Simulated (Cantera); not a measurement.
# Adiabatic ignition

An adiabatic, constant-volume homogeneous reactor starts with 6.90 % CH4, 11.0 % O2, 73.1 % N2, 8.97 % H2O, equivalence ratio 1.2, at 1575 K and 0.987 atm.

Detailed kinetics in Cantera: GRI-Mech 3.0 (53 species, 325 reactions).

| t (s) | T (K) | P (bar) | x CH4 | x O2 | x H2O | x CO | x CH2O | x C2H4 | x CH2 |
|---|---|---|---|---|---|---|---|---|---|
| 1.00e-6 | 1575 | 1.000 | 0.0690 | 0.110 | 0.0897 | <1e-12 | 5.40e-10 | <1e-12 | <1e-12 |
| 2.82e-6 | 1575 | 1.000 | 0.0690 | 0.110 | 0.0897 | 7.98e-12 | 5.50e-9 | 1.25e-12 | <1e-12 |
| 7.95e-6 | 1575 | 1.000 | 0.0690 | 0.110 | 0.0897 | 1.21e-10 | 5.24e-8 | 5.77e-11 | 2.19e-12 |
| 2.24e-5 | 1575 | 1.000 | 0.0690 | 0.110 | 0.0897 | 2.23e-9 | 4.87e-7 | 1.97e-9 | 1.41e-11 |
| 6.31e-5 | 1575 | 1.000 | 0.0689 | 0.110 | 0.0897 | 6.10e-8 | 4.85e-6 | 6.78e-8 | 1.28e-10 |
| 0.000178 | 1575 | 1.000 | 0.0688 | 0.110 | 0.0897 | 2.63e-6 | 4.96e-5 | 2.60e-6 | 1.45e-9 |
| 0.000502 | 1579 | 1.00 | 0.0673 | 0.110 | 0.0906 | 0.000154 | 0.000435 | 9.11e-5 | 1.69e-8 |
| 0.00141 | 2628 | 1.74 | <1e-12 | 0.00340 | 0.182 | 0.0339 | 6.70e-10 | <1e-12 | <1e-12 |
| 0.00399 | 2635 | 1.74 | <1e-12 | 0.00277 | 0.182 | 0.0340 | 6.93e-10 | <1e-12 | <1e-12 |
| 0.0112 | 2631 | 1.74 | <1e-12 | 0.00262 | 0.182 | 0.0341 | 7.03e-10 | <1e-12 | <1e-12 |
| 0.0317 | 2631 | 1.74 | <1e-12 | 0.00262 | 0.182 | 0.0341 | 7.03e-10 | <1e-12 | <1e-12 |
| 0.0893 | 2631 | 1.74 | <1e-12 | 0.00262 | 0.182 | 0.0341 | 7.03e-10 | <1e-12 | <1e-12 |
| 0.252 | 2631 | 1.74 | <1e-12 | 0.00262 | 0.182 | 0.0341 | 7.03e-10 | <1e-12 | <1e-12 |
| 0.710 | 2631 | 1.74 | <1e-12 | 0.00262 | 0.182 | 0.0341 | 7.03e-10 | <1e-12 | <1e-12 |
| 2.00 | 2631 | 1.74 | <1e-12 | 0.00262 | 0.182 | 0.0341 | 7.03e-10 | <1e-12 | <1e-12 |
x: mole fraction; the columns are a selection and need not sum to one.

```yaml
time_of_steepest_temperature_rise: 1.09 ms
temperature at 2.00 s: 2631 K
equilibrium_temperature: 2631 K
x(CH4) at 2.00 s: <1e-12 (gas-phase equilibrium <1e-12)
x(O2) at 2.00 s: 0.00262 (gas-phase equilibrium 0.00262)
x(H2O) at 2.00 s: 0.182 (gas-phase equilibrium 0.182)
```
